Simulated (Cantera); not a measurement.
# Thermodynamics of silicon epitaxy and polysilicon growth, feed SiH2Cl2 + H2 + Cl2

Feed: 1 mol SiH2Cl2, 13 mol H2, 0.0074 mol Cl2, equilibrated at 1700 K.

Equilibrium computed with Cantera from the NASA thermochemical tables; the gas is ideal and each condensed phase is pure. Candidate condensed phases: Si; 19 gas species. The tables' values for SiCl3, SiCl are old estimates; treat these amounts as uncertain. Gases not in the tables: Si2H6 and higher silanes. The numbers say what is thermodynamically allowed, not how fast it happens.

```tsv
P (Pa)	log p H2	log p HCl	log p SiCl2	log p H	n Si(l)
100	-3.05	-4.09	-4.58	-5.36	0.589
230	-2.69	-3.73	-4.22	-5.18	0.596
540	-2.32	-3.36	-3.85	-4.99	0.599
1300	-1.94	-2.98	-3.47	-4.80	0.600
2900	-1.59	-2.63	-3.12	-4.63	0.600
6800	-1.22	-2.26	-2.75	-4.44	0.600
16000	-0.85	-1.89	-2.38	-4.25	0.600
37000	-0.48	-1.53	-2.03	-4.07	0.599
86000	-0.11	-1.17	-1.67	-3.89	0.597
200000	0.25	-0.82	-1.33	-3.70	0.593
```
log p: log10 of the partial pressure in bar; n: condensed amount in mol.

From 1.00 mbar to 2.00 bar the condensed part is Si(l). The main Si-bearing gas is SiCl2 throughout.
